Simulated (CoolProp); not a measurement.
Vapour pressure (bar) of n-perfluorohexane: the reference equation beside estimates from Tc = 448.0 K, pc = 17.42 bar, ω = 0.497. Clausius-Clapeyron is anchored at 347.4 K with a constant enthalpy of vaporisation of 26.84 kJ/mol.

Values from CoolProp's reference Helmholtz-energy equation of state, Gao 2022.

| T (K) | reference | Clausius-Clapeyron | Peng-Robinson |
|---|---|---|---|
| 347.4 | 1.748 | 1.748 | ___ |
| 351.1 | 1.950 | 1.928 | 1.955 |
| 354.8 | 2.170 | 2.122 | 2.176 |
| 358.5 | 2.408 | 2.331 | 2.416 |
| 362.3 | 2.672 | 2.562 | 2.683 |
| 366 | 2.951 | 2.803 | 2.965 |
| 369.7 | ___ | ___ | 3.268 |
| 373.4 | ___ | ___ | 3.596 |
| 377.1 | ___ | 3.634 | 3.948 |
| 380.9 | 4.302 | 3.958 | 4.336 |
| 384.6 | 4.700 | 4.294 | 4.742 |
| 388.3 | ___ | 4.651 | 5.177 |
| 392 | ___ | 5.031 | 5.641 |

Task: Some entries are withheld; supply them.

Result: 
- 347.4, Peng-Robinson: 1.752
- 369.7, reference: 3.251
- 369.7, Clausius-Clapeyron: 3.062
- 373.4, reference: 3.573
- 373.4, Clausius-Clapeyron: 3.338
- 377.1, reference: 3.920
- 388.3, reference: 5.126
- 392, reference: 5.581

Absolute difference from the reference over all 13 rows, mean and median: Clausius-Clapeyron 5.5 and 5.8 %, Peng-Robinson 0.6 and 0.5 %.
